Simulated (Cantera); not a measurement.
Cantera run:

```python
import numpy as np
import cantera as ct

gas_names = """
    C CN CO CO2 C2 CCN CNC C2N2 C2O C3 C3O2 C4 C4N2 C5 N NCO NO NO2 NO3 N2 N2O O O2 O3 Pb PbO Pb2
""".split()
cond_names = """
    C(gr) Pb(cr) Pb(L) PbO(rd) PbO(yw) PbO(L) PbO2(s) Pb3O4(s)
""".split()


# ... load() reads the species with a 1 bar reference pressure and builds the phases ...
atoms = {
    'Pb': {'Pb': 1},
    'CO': {'C': 1, 'O': 1},
    'N2': {'N': 2},
}
top_T = {'C(gr)': 4500, 'Pb3O4(s)': 820}  # K; cautious upper limits of use, not melting points


# ... equilibrate(T, P, feed) seeds the gas with the atoms and calls Mixture.equilibrate('TP', solver="vcs", rtol=1e-11, max_steps=5000) ...
results = []
feed = {'Pb': 1, 'CO': 0.44, 'N2': 2.9}  # mol
P = 13332.2  # Pa
for T in [725, 775, 825, 875, 925, 975, 1025, 1075, 1125, 1175, 1225, 1275]:
    mix = equilibrate(T, P, feed)
    results.append((T, P, feed, dict(zip(mix.species_names, mix.species_moles))))
    x = sorted(zip(gas.X, gas.species_names), reverse=True)
    print(f"T = {T:g} K  P = {P:g} Pa  gas = {mix.phase_moles(0):.4g} mol")
    print("   x: " + "  ".join(f"{s} {v:.3e}" for v, s in x if v > 1e-06))
    print("   condensed (mol): " + ("  ".join(f"{mix.phase(i).name} {mix.phase_moles(i):.4g}"
          for i in range(1, mix.n_phases) if mix.phase_moles(i) > 1e-12) or "none"))
```

It prints:

```
T = 725 K  P = 13332.2 Pa  gas = 3.148 mol
   x: N2 9.212e-01  CO2 6.100e-02  CO 1.778e-02
   condensed (mol): C(gr) 0.192  Pb(L) 1
T = 775 K  P = 13332.2 Pa  gas = 3.184 mol
   x: N2 9.108e-01  CO2 4.901e-02  CO 4.017e-02
   condensed (mol): C(gr) 0.1561  Pb(L) 1
T = 825 K  P = 13332.2 Pa  gas = 3.238 mol
   x: N2 8.957e-01  CO 7.260e-02  CO2 3.165e-02  Pb 1.076e-06
   condensed (mol): C(gr) 0.1025  Pb(L) 1
T = 875 K  P = 13332.2 Pa  gas = 3.29 mol
   x: N2 8.815e-01  CO 1.032e-01  CO2 1.527e-02  Pb 5.057e-06
   condensed (mol): C(gr) 0.05024  Pb(L) 1
T = 925 K  P = 13332.2 Pa  gas = 3.321 mol
   x: N2 8.733e-01  CO 1.208e-01  CO2 5.849e-03  Pb 2.004e-05
   condensed (mol): C(gr) 0.01942  Pb(L) 0.9999
T = 975 K  P = 13332.2 Pa  gas = 3.333 mol
   x: N2 8.700e-01  CO 1.278e-01  CO2 2.092e-03  Pb 6.876e-05
   condensed (mol): C(gr) 0.006974  Pb(L) 0.9998
T = 1025 K  P = 13332.2 Pa  gas = 3.338 mol
   x: N2 8.688e-01  CO 1.303e-01  CO2 7.781e-04  Pb 2.086e-04
   condensed (mol): C(gr) 0.002597  Pb(L) 0.9993
T = 1075 K  P = 13332.2 Pa  gas = 3.341 mol
   x: N2 8.680e-01  CO 1.311e-01  Pb 5.696e-04  CO2 3.113e-04
   condensed (mol): C(gr) 0.00104  Pb(L) 0.9981
T = 1125 K  P = 13332.2 Pa  gas = 3.344 mol
   x: N2 8.671e-01  CO 1.313e-01  Pb 1.419e-03  CO2 1.344e-04
   condensed (mol): C(gr) 0.0004494  Pb(L) 0.9953
T = 1175 K  P = 13332.2 Pa  gas = 3.351 mol
   x: N2 8.655e-01  CO 1.312e-01  Pb 3.266e-03  CO2 6.215e-05
   condensed (mol): C(gr) 0.0002082  Pb(L) 0.9891
T = 1225 K  P = 13332.2 Pa  gas = 3.363 mol
   x: N2 8.622e-01  CO 1.308e-01  Pb 7.009e-03  CO2 3.052e-05
   condensed (mol): C(gr) 0.0001027  Pb(L) 0.9764
T = 1275 K  P = 13332.2 Pa  gas = 3.388 mol
   x: N2 8.560e-01  CO 1.298e-01  Pb 1.415e-02  CO2 1.576e-05  Pb2 1.081e-06
   condensed (mol): C(gr) 5.338e-05  Pb(L) 0.9521
```

These are equilibrium values from Cantera (NASA tables, ideal gas, pure condensed phases), not measurements of a reactor.
